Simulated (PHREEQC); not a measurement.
PHREEQC input (ion-association model, phreeqc.dat):

```
SOLUTION 0
  temp 40
  units mmol/kgw
  pH 7 charge
  S(6) 1
  Mg 1
  Cl 0.01
  O(0) 1 O2(g) -0.68
SOLUTION 1-30
  temp 40
  units mmol/kgw
  pH 7 charge
  Cl 26.01
  Ca 13
  O(0) 1 O2(g) -0.68
END
EXCHANGE 1-30
  X 0.0011
  -equilibrate 1
END
SELECTED_OUTPUT 1
  -reset false
  -pH true
  -pe true
  -ionic_strength true
  -water true
  -step true
  -totals Ca Cl Mg S S(-2) S(6)
  -molalities CaX2 MgX2
  -saturation_indices Gypsum
PRINT
  -reset false
TRANSPORT
  -cells 30
  -shifts 120
  -lengths 0.00666667
  -time_step 720
  -dispersivities 0.016
  -boundary_conditions flux flux
  -correct_disp true
  -punch_cells 30
  -punch_frequency 4
END
```

Selected output (columns that matter, 9 of 31 rows; pore volumes added in front):

```
pore volumes	pH	mu	Ca	Cl	Mg	S	m_CaX2	m_MgX2	si_Gypsum
0	5.065	0.03901	0.013	0.02601	0	0	0.00055	0	-1000
0.55	5.0651	0.035949	0.011925	0.023829	6.8116e-05	8.3885e-05	0.00054802	1.9789e-06	-2.2065
1.0833	5.0649	0.01536	0.0046413	0.0089869	0.00050182	0.00065474	0.00051553	3.4468e-05	-1.507
1.4833	5.0646	0.0072239	0.0017181	0.0029223	0.00062601	0.00088799	0.0004506	9.9401e-05	-1.6558
2.0167	5.0645	0.0041588	0.0005509	0.00055104	0.00069882	0.00097919	0.00031305	0.00023695	-2.0231
2.55	5.0643	0.0035734	0.00023474	0.0001026	0.000808	0.00099644	0.00018051	0.00036949	-2.3686
2.95	5.064	0.0034731	0.00013091	3.4096e-05	0.00088021	0.00099907	0.00011007	0.00043993	-2.6193
3.4833	5.0639	0.0034354	5.9704e-05	1.3951e-05	0.00094212	0.00099985	5.2988e-05	0.00049701	-2.9601
4.0167	5.0638	0.0034249	2.6573e-05	1.0643e-05	0.00097372	0.00099998	2.4142e-05	0.00052586	-3.312
```

Species that the database lacks are ignored. Away from 25 °C the constants follow the database's enthalpies or fits; those with neither stay at their 25 °C values.
